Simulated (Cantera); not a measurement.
Charge: 1 mol SiO2, 2.8 mol C, 0.22 mol N2, equilibrated at 99000 Pa.

Cantera equilibrium calculation (NASA polynomials, part measured and part estimated; ideal gas, pure solids and liquids). Candidate condensed phases: C, Si, SiC, SiO2, Si2N2O, Si3N4; 34 gas species. Mutual solubility and eutectic melting of coexisting phases are not modelled. The tables hold silica as quartz up to 1696 K and as liquid above; real silica turns to tridymite and cristobalite and melts near 1996 K. Kinetics and transport are ignored.

**Question.** Which condensed phases are stable at each of these points (T (K)): 1725, 1800, 1875, 1950, 2025, 2100, 2175?

**Answer.** 
```
T (K)                           condensed phases  Si condensed (%)
-----  -----------------------------------------  ----------------
1725   C(graphite) + SiO2(condensed) + Si2N2O(s)              99.9
1800            C(graphite) + SiC(s) + Si2N2O(s)              99.0
1875                          SiC(s) + Si2N2O(s)              98.1
1950                          SiC(s) + Si2N2O(s)              93.5
2025                                      SiC(s)              90.0
2100                                      SiC(s)              90.0
2175                                      SiC(s)              90.0
```

At 1725 K the condensed part is C(graphite) + SiO2(condensed) + Si2N2O(s). At 1800 K the condensed part is C(graphite) + SiC(s) + Si2N2O(s). From 1875 K to 1950 K the condensed part is SiC(s) + Si2N2O(s). From 2025 K to 2175 K the condensed part is SiC(s).
